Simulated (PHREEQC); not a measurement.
Solution (25 °C): 0.0059 mol CuSO4 and 3.1e-05 mol HCl per kg of water. Closed to the air; pH follows from the charge balance.

All values are PHREEQC results (ion-association model, wateq4f.dat), not measurements.

Each row changes one thing in this solution. This is a speciation only: nothing precipitates in the calculation.

| case | pH | ionic strength (mol/kgw) | Cu+2 (mol/kgw) | SO4-2 (mol/kgw) | CuSO4 (mol/kgw) | HSO4- (mol/kgw) | SI of Antlerite (Cu3(OH)4SO4) | SI of Brochantite (Cu4(OH)6SO4) |
|---|---|---|---|---|---|---|---|---|
| as made | 4.62 | 0.0178 | 0.00444 | 0.00444 | 0.00146 | 7.13e-6 | -0.11 | -0.50 |
| 0.0053 mol/kgw Na2CO3 added | 7.07 | 0.0208 | 0.000511 | 0.00554 | 0.000196 | 3.03e-8 | +6.94 | +10.51 |
| 0.00041 mol/kgw HNO3 added | 3.50 | 0.0181 | 0.00447 | 0.00438 | 0.00143 | 9.04e-5 | -4.56 | -7.17 |
| diluted 5-fold with water | 5.11 | 0.00420 | 0.00105 | 0.00105 | 0.000130 | 6.53e-7 | -0.26 | -0.20 |
| CuSO4 from 0.0059 to 0.00885 mol/kgw | 4.62 | 0.0253 | 0.00632 | 0.00631 | 0.00253 | 9.43e-6 | +0.40 | +0.14 |

Some of these states are supersaturated (in Malachite, Brochantite, Antlerite, for instance). The database's constant for dissolved Cu(OH)2 is higher than later reviews accept.
